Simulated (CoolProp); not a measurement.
Ethanol along the isobar 23.1 MPa: fugacity coefficient from the reference equation and from simpler models built on Tc = 514.7 K, pc = 6.268 MPa, ω = 0.644; each cubic takes its own stable root.

Computed with CoolProp (reference Helmholtz-energy equation of state, Schroeder 2014).

```csv
T (K),phase,reference,van der Waals,Redlich-Kwong,Soave-Redlich-Kwong,Peng-Robinson
283.1,liquid,0.0002372,0.03608,0.004159,0.0002277,0.0002433
305,liquid,0.0008476,0.05212,0.009227,0.0008757,0.0008984
327,liquid,0.002496,0.07161,0.01787,0.002696,0.002682
349,liquid,0.006248,0.09435,0.03102,0.006912,0.006722
370.9,liquid,0.01362,0.1199,0.04926,0.01524,0.01457
392.9,liquid,0.02664,0.1483,0.07311,0.02986,0.02819
414.9,liquid,0.04731,0.1790,0.1024,0.05291,0.04949
436.8,liquid,0.07724,0.2114,0.1367,0.08595,0.07989
458.8,liquid,0.1177,0.2454,0.1757,0.1302,0.1205
480.7,liquid,0.1686,0.2803,0.2180,0.1852,0.1710
502.7,liquid,0.2293,0.3161,0.2633,0.2501,0.2305
524.7,supercritical,0.2977,0.3522,0.3102,0.3223,0.2969
```
